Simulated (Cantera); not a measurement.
Feed: 1 mol PH3, 5.7 mol H2O, 3.6 mol O2, equilibrated at 0.320 bar.

These are equilibrium values from Cantera (NASA tables, ideal gas, pure condensed phases), not measurements of a reactor. Candidate condensed phases: H2O, P, P4O10; 17 gas species. Gases not in the tables: HPO2, HPO3 and P4O6. The numbers say what is thermodynamically allowed, not how fast it happens. All values below are at 2773 K.

Base state: H2O 0.546, O2 0.162, OH 0.0908, PO2 0.0823, H2 0.0470, O 0.0347, H 0.0285, PO 0.00837 (mole fractions); condensed: gas only.

What changes in the equilibrium state with this change: O2 from 3.6 to 8.7 mol?


```csv
species,before,after
O2,0.162,0.390
H2O,0.546,0.363
OH,0.0908,0.0923
H2,0.0470,0.0202
O,0.0347,0.0539
H,0.0285,0.0187
PO2,0.0823,0.0572
PO,0.00837,0.00376
HO2,3.94e-5,6.21e-5
```

What changes in the equilibrium state with this change: PH3 replaced by SO2?


| species | before | after |
|---|---|---|
| H2O | 0.546 | 0.425 |
| O2 | 0.162 | 0.297 |
| OH | 0.0908 | 0.0932 |
| SO2 | 0 | 0.0829 |
| PO2 | 0.0823 | 0 |
| H2 | 0.0470 | 0.0270 |
| O | 0.0347 | 0.0470 |
| H | 0.0285 | 0.0216 |
| PO | 0.00837 | 0 |
| SO | 0 | 0.00625 |
| S | 0 | 0.000106 |
| SO3 | 0 | 3.07e-5 |
| SH | 0 | 1.96e-5 |
Further candidate phases: H2SO4, S.
